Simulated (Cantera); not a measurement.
Input: 1 mol SiH₂Cl₂, 5.2 mol N₂O, 3 mol N₂, held at 0.630 bar.

Cantera equilibrium calculation (NASA polynomials, part measured and part estimated; ideal gas, pure solids and liquids). Candidate condensed phases: H₂O, NH₄Cl, Si, SiO₂, Si₂N₂O, Si₃N₄; 47 gas species. The tables hold silica as quartz up to 1696 K and as liquid above; real silica turns to tridymite and cristobalite and melts near 1996 K. Gases not in the tables: Si(OH)₄. The numbers say what is thermodynamically allowed, not how fast it happens.

**Question.** At 1798 K, list the 5 most abundant gas species with their mole fractions, and the condensed phases.

**Answer.** N₂ 0.690, HCl 0.135, O₂ 0.125, Cl 0.0256, H₂O 0.0169. Condensed: SiO₂(condensed).
